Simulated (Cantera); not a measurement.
An adiabatic, constant-pressure homogeneous reactor starts with 21.8 % H2, 15.8 % O2, 59.3 % N2, 3.05 % H2O, equivalence ratio 0.69, at 1100 K and 29.0 bar.

Cantera simulation using the H2/O2 subset of GRI-Mech 3.0, which has no nitrogen chemistry; the numbers are that mechanism's predictions, not measurements. The hydrogen kinetics of GRI-Mech 3.0 are dated; newer H2 mechanisms differ, most at raised pressure. The pressure lies above the range GRI-Mech 3.0 was tuned for (to about 10 atm).

Question: Predict: time of steepest temperature rise; temperature at 0.500 s; equilibrium temperature; x(H2) at 0.500 s; x(O2) at 0.500 s; x(H2O) at 0.500 s; x(OH) at 0.500 s; x(H) at 0.500 s; x(H2O2) at 0.500 s; x(O) at 0.500 s.

Answer: 
- time of steepest temperature rise = 0.862 ms
- temperature at 0.500 s = 2577 K
- equilibrium temperature = 2577 K
- x(H2) at 0.500 s = 0.00188 (gas-phase equilibrium 0.00188)
- x(O2) at 0.500 s = 0.0531 (gas-phase equilibrium 0.0531)
- x(H2O) at 0.500 s = 0.271 (gas-phase equilibrium 0.271)
- x(OH) at 0.500 s = 0.00923 (gas-phase equilibrium 0.00923)
- x(H) at 0.500 s = 0.000284 (gas-phase equilibrium 0.000284)
- x(H2O2) at 0.500 s = 2.79e-6 (gas-phase equilibrium 2.79e-6)
- x(O) at 0.500 s = 0.000903 (gas-phase equilibrium 0.000903)
